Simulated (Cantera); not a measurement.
Input: 1 mol S, 7.5 mol H2, equilibrated at 2500 °C and 1600 Pa.

Equilibrium computed with Cantera from the NASA thermochemical tables; the gas is ideal and each condensed phase is pure. Candidate condensed phases: S; 7 gas species. Rates play no part.

Base state: H2 0.496, H 0.414, S 0.0710, SH 0.0126, S2 0.00529, H2S 0.000592 (mole fractions); condensed: gas only.

What changes in the equilibrium state with this change: temperature from 2500 °C to 1677 °C?


```json
[
 {"species": "H2", "before": "0.496", "after": "0.912"},
 {"species": "S2", "before": "0.00529", "after": "0.0458"},
 {"species": "H2S", "before": "0.000592", "after": "0.0168"},
 {"species": "H", "before": "0.414", "after": "0.00865"},
 {"species": "S", "before": "0.0710", "after": "0.00385"},
 {"species": "SH", "before": "0.0126", "after": "0.0130"}
]
```

What changes in the equilibrium state with this change: temperature from 2500 °C to 600 °C?


```
species    before    after
-------  --------  -------
H2          0.496    0.867
H2S      0.000592    0.133
S2        0.00529  3.49e-6
H           0.414    <1e-9
S          0.0710    <1e-9
SH         0.0126  3.87e-7
```
